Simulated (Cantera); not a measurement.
**Ammonia decomposition in nitride growth gas**

An isothermal, constant-pressure homogeneous reactor starts with NH₃ : N₂ = 1 : 1.2 (molar parts), at 2125 K and 25.5 Torr.

Detailed kinetics in Cantera: the gas-phase N/H chemistry of the illustrative SiF4/NH3 mechanism in the Surface Chemkin manual (1991). Walls and surfaces, which speed up NH3 decomposition in real reactors, are not modelled.

| t (s) | x NH₃ | x NH | x N₂H₄ | x N₂ | x H | x N₂H₂ |
|---|---|---|---|---|---|---|
| 2.00e-6 | 0.455 | 5.20e-12 | <1e-12 | 0.545 | 7.78e-7 | <1e-12 |
| 9.28e-6 | 0.455 | 3.04e-10 | <1e-12 | 0.545 | 1.29e-6 | 2.07e-11 |
| 4.31e-5 | 0.454 | 1.03e-8 | 1.41e-11 | 0.545 | 1.31e-6 | 1.52e-9 |
| 0.000200 | 0.454 | 3.67e-7 | 3.27e-10 | 0.545 | 1.35e-6 | 5.38e-8 |
| 0.000928 | 0.453 | 6.83e-6 | 6.43e-9 | 0.545 | 2.53e-6 | 1.59e-6 |
| 0.00431 | 0.445 | 2.14e-5 | 2.55e-8 | 0.545 | 1.65e-5 | 7.71e-6 |
| 0.0200 | 0.408 | 2.94e-5 | 1.77e-8 | 0.544 | 6.86e-5 | 6.88e-6 |
| 0.0928 | 0.278 | 3.32e-5 | 8.00e-9 | 0.540 | 0.000251 | 4.07e-6 |
| 0.431 | 0.0655 | 2.13e-5 | 9.79e-10 | 0.533 | 0.000812 | 6.96e-7 |
| 2.00 | 8.85e-5 | 1.69e-6 | <1e-12 | 0.529 | 0.00699 | 3.34e-10 |
x: mole fraction; the columns are a selection and need not sum to one.

Equilibrium at this temperature and pressure: NH₃ 1.27e-7, NH 9.11e-9, N₂H₄ <1e-12, N₂ 0.528, H 0.0134, N₂H₂ <1e-12 (gas phase only).
